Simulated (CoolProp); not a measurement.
Computed with CoolProp (reference Helmholtz-energy equation of state, Gao 2022).

Q: Give the vapour pressure (bar), liquid density (kg/m³), vapour density (kg/m³), enthalpy of vaporisation (kJ/kg) of saturated n-perfluoropentane at -3.25, 38.45, 80.15 °C.

A: 
| T (°C) | p (bar) | liquid density (kg/m³) | vapour density (kg/m³) | enthalpy of vaporisation (kJ/kg) |
|---|---|---|---|---|
| -3.25 | 0.257 | 1690 | 3.37 | 99.6 |
| 38.45 | 1.40 | 1560 | 16.8 | 87.9 |
| 80.15 | 4.78 | 1400 | 56.8 | 72.7 |
